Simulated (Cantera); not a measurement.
Input (Python, Cantera):

```python
import numpy as np
import cantera as ct

gas = ct.Solution("gri30.yaml")
gas.TPX = 1673, 100000, {'CH3OH': 1, 'O2': 1.61, 'N2': 19.4, 'CO2': 4.7}
reactor = ct.IdealGasConstPressureReactor(gas, energy="on", clone=False)
net = ct.ReactorNet([reactor])
net.rtol, net.atol = 1e-08, 1e-16
show = ['CH3OH', 'O2', 'CO2', 'NO', 'C2H4']
times = np.geomspace(1e-06, 0.8, 14)

steps = ct.SolutionArray(gas, extra=["t"])
rows = []
print(f"{'t/s':>10s}{'T/K':>9s}{'P/Pa':>11s}" + "".join(f"{s:>11s}" for s in show))
for t in times:
    while net.time < t:
        t_next = net.step()
        steps.append(gas.state, t=t_next)
    rows.append([np.interp(t, steps.t, y) for y in (steps.T, steps.P, *steps(*show).X.T)])
    print(f"{t:10.3e}{rows[-1][0]:9.1f}{rows[-1][1]:11.4g}" + "".join(f"{x:11.3e}" for x in rows[-1][2:]))
rate = np.gradient(steps.T, steps.t)
print("integrator steps:", len(steps.t))
if steps.T.max() > steps.T[0] + 200:
    print(f"time of steepest temperature rise: {steps.t[rate.argmax()]:.4e} s")
gas.TPX = 1673, 100000, {'CH3OH': 1, 'O2': 1.61, 'N2': 19.4, 'CO2': 4.7}
gas.equilibrate("HP")
print(f"equilibrium (HP): T = {gas.T:.1f} K  " + "  ".join(f"{s} {gas[s].X[0]:.3e}" for s in show))
```

Output:

```
       t/s      T/K       P/Pa      CH3OH         O2        CO2         NO       C2H4
 1.000e-06   1672.9      1e+05  3.740e-02  6.026e-02  1.760e-01  3.389e-13  1.103e-09
 2.845e-06   1672.8      1e+05  3.730e-02  6.021e-02  1.759e-01  4.617e-12  1.032e-08
 8.094e-06   1672.6      1e+05  3.695e-02  6.003e-02  1.759e-01  2.565e-11  9.452e-08
 2.303e-05   1672.7      1e+05  3.502e-02  5.917e-02  1.756e-01  1.474e-10  5.436e-07
 6.551e-05   1702.8      1e+05  1.805e-02  5.152e-02  1.726e-01  1.464e-09  1.060e-06
 1.864e-04   1856.2      1e+05  6.245e-17  2.613e-02  1.586e-01  3.312e-06 -7.246e-22
 5.303e-04   1958.5      1e+05  1.559e-17  2.160e-02  1.690e-01  1.094e-05  3.483e-25
 1.509e-03   2055.0      1e+05  3.698e-18  1.660e-02  1.805e-01  2.521e-05  8.978e-26
 4.292e-03   2128.4      1e+05  8.506e-19  1.238e-02  1.902e-01  5.494e-05  4.090e-28
 1.221e-02   2169.6      1e+05  2.770e-19  9.837e-03  1.959e-01  1.135e-04  2.122e-24
 3.474e-02   2179.1      1e+05  1.946e-19  9.169e-03  1.973e-01  2.436e-04 -3.284e-27
 9.884e-02   2178.5      1e+05  1.953e-19  9.008e-03  1.973e-01  5.755e-04  1.524e-28
 2.812e-01   2176.7      1e+05  1.998e-19  8.691e-03  1.972e-01  1.290e-03  1.578e-28
 8.000e-01   2174.7      1e+05  2.051e-19  8.344e-03  1.972e-01  2.078e-03  1.638e-28
integrator steps: 1736
time of steepest temperature rise: 1.0518e-04 s
equilibrium (HP): T = 2174.3 K  CH3OH 2.125e-19  O2 8.270e-03  CO2 1.971e-01  NO 2.246e-03  C2H4 1.864e-28
```

Cantera simulation using GRI-Mech 3.0 (53 species, 325 reactions); the numbers are that mechanism's predictions, not measurements.
